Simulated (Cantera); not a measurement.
A perfectly stirred reactor is fed with CH₄ : H₂ : O₂ : N₂ = 1 : 0.16 : 1.6 : 11 (molar parts), at 0.260 bar; it is adiabatic with a 598 K inlet, and is followed from long to short residence time, starting on the burning branch (τ in s: 0.031, 0.014, 0.006, 0.0026, 0.0012, 0.0005, 0.00022, 9.7e-05, 4.2e-05, 1.9e-05, 8.2e-06, 3.6e-06).

Computed with Cantera and GRI-Mech 3.0 (53 species, 325 reactions).

x: mole fraction; the columns are a selection and need not sum to one.

```
τ (s)    T (K)     x CH₄    x H₂      x O₂  x CH₂CO   x HCN
-------  -----  --------  ------  --------  -------  ------
0.031     1732   8.08e-5  0.0316  0.000537  6.98e-8     ___
0.014     1721  0.000145  0.0314  0.000953  1.43e-7     ___
0.0060    1705  0.000291  0.0311   0.00184  3.48e-7     ___
0.0026    1675  0.000633  0.0307   0.00385  1.02e-6     ___
0.0012     598    0.0727  0.0116     0.116   <1e-12  <1e-12
0.00050    598    0.0727  0.0116     0.116   <1e-12  <1e-12
0.00022    598    0.0727  0.0116     0.116   <1e-12  <1e-12
9.7e-5     598    0.0727  0.0116     0.116   <1e-12  <1e-12
4.2e-5     598    0.0727  0.0116     0.116   <1e-12  <1e-12
1.9e-5     598    0.0727  0.0116     0.116   <1e-12  <1e-12
8.2e-6     598    0.0727  0.0116     0.116   <1e-12  <1e-12
3.6e-6     598    0.0727  0.0116     0.116   <1e-12  <1e-12
```

### Question
Fill in the missing entries.

### Answer

- 0.031, x HCN: 3.55e-5
- 0.014, x HCN: 4.55e-5
- 0.0060, x HCN: 5.18e-5
- 0.0026, x HCN: 4.59e-5
